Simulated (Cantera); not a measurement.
Input (Python, Cantera) and output of one run.

```python
import numpy as np
import cantera as ct

gas_names = [...]  # 110 gases of nasa_gas.yaml made of C, H, O
cond_names = """
    C(gr) C6H6(L) C7H8(L) C8H18(L),n-octa H2O(s) H2O(L)
""".split()


# ... load() reads the species with a 1 bar reference pressure and builds the phases ...
atoms = {
    'C3H6': {'C': 3, 'H': 6},
    'H2O': {'H': 2, 'O': 1},
    'H2': {'H': 2},
}
top_T = {'C(gr)': 4500}  # K; cautious upper limits of use, not melting points


# ... equilibrate(T, P, feed) seeds the gas with the atoms and calls Mixture.equilibrate('TP', solver="vcs", rtol=1e-11, max_steps=5000) ...
results = []
feed = {'C3H6': 1, 'H2O': 0.088, 'H2': 0.39}  # mol
P = 1000  # Pa
for T in [950, 1050, 1150, 1250, 1350, 1450, 1550, 1650, 1750, 1850, 1950, 2050, 2150, 2250]:
    mix = equilibrate(T, P, feed)
    results.append((T, P, feed, dict(zip(mix.species_names, mix.species_moles))))
    x = sorted(zip(gas.X, gas.species_names), reverse=True)
    print(f"T = {T:g} K  P = {P:g} Pa  gas = {mix.phase_moles(0):.4g} mol")
    print("   x: " + "  ".join(f"{s} {v:.3e}" for v, s in x if v > 1e-05))
    print("   condensed (mol): " + ("  ".join(f"{mix.phase(i).name} {mix.phase_moles(i):.4g}"
          for i in range(1, mix.n_phases) if mix.phase_moles(i) > 1e-12) or "none"))
```

Result:

```
T = 950 K  P = 1000 Pa  gas = 3.56 mol
   x: H2 9.737e-01  CO 2.448e-02  CH4 1.589e-03  H2O 2.226e-04  CO2 1.003e-05
   condensed (mol): C(gr) 2.907
T = 1050 K  P = 1000 Pa  gas = 3.564 mol
   x: H2 9.748e-01  CO 2.465e-02  CH4 5.440e-04  H2O 4.360e-05
   condensed (mol): C(gr) 2.91
T = 1150 K  P = 1000 Pa  gas = 3.565 mol
   x: H2 9.751e-01  CO 2.467e-02  CH4 2.225e-04  H2O 1.128e-05
   condensed (mol): C(gr) 2.911
T = 1250 K  P = 1000 Pa  gas = 3.566 mol
   x: H2 9.752e-01  CO 2.468e-02  CH4 1.046e-04
   condensed (mol): C(gr) 2.912
T = 1350 K  P = 1000 Pa  gas = 3.566 mol
   x: H2 9.752e-01  CO 2.468e-02  CH4 5.483e-05  H 2.354e-05
   condensed (mol): C(gr) 2.912
T = 1450 K  P = 1000 Pa  gas = 3.566 mol
   x: H2 9.752e-01  CO 2.468e-02  H 9.339e-05  CH4 3.140e-05
   condensed (mol): C(gr) 2.912
T = 1550 K  P = 1000 Pa  gas = 3.566 mol
   x: H2 9.750e-01  CO 2.467e-02  H 3.110e-04  CH4 1.933e-05  C2H2,acetylene 1.564e-05
   condensed (mol): C(gr) 2.912
T = 1650 K  P = 1000 Pa  gas = 3.568 mol
   x: H2 9.744e-01  CO 2.467e-02  H 8.967e-04  C2H2,acetylene 4.445e-05  CH4 1.262e-05
   condensed (mol): C(gr) 2.912
T = 1750 K  P = 1000 Pa  gas = 3.57 mol
   x: H2 9.729e-01  CO 2.465e-02  H 2.294e-03  C2H2,acetylene 1.118e-04
   condensed (mol): C(gr) 2.911
T = 1850 K  P = 1000 Pa  gas = 3.575 mol
   x: H2 9.698e-01  CO 2.461e-02  H 5.305e-03  C2H2,acetylene 2.537e-04
   condensed (mol): C(gr) 2.91
T = 1950 K  P = 1000 Pa  gas = 3.586 mol
   x: H2 9.637e-01  CO 2.454e-02  H 1.125e-02  C2H2,acetylene 5.267e-04
   condensed (mol): C(gr) 2.908
T = 2050 K  P = 1000 Pa  gas = 3.606 mol
   x: H2 9.524e-01  CO 2.440e-02  H 2.214e-02  C2H2,acetylene 1.011e-03
   condensed (mol): C(gr) 2.905
T = 2150 K  P = 1000 Pa  gas = 3.64 mol
   x: H2 9.333e-01  H 4.074e-02  CO 2.417e-02  C2H2,acetylene 1.808e-03
   condensed (mol): C(gr) 2.899
T = 2250 K  P = 1000 Pa  gas = 3.696 mol
   x: H2 9.026e-01  H 7.056e-02  CO 2.381e-02  C2H2,acetylene 3.021e-03
   condensed (mol): C(gr) 2.889
```

Method: chemical equilibrium by Gibbs-energy minimisation in Cantera with the NASA 1993 tables (ideal gas, pure condensed phases).
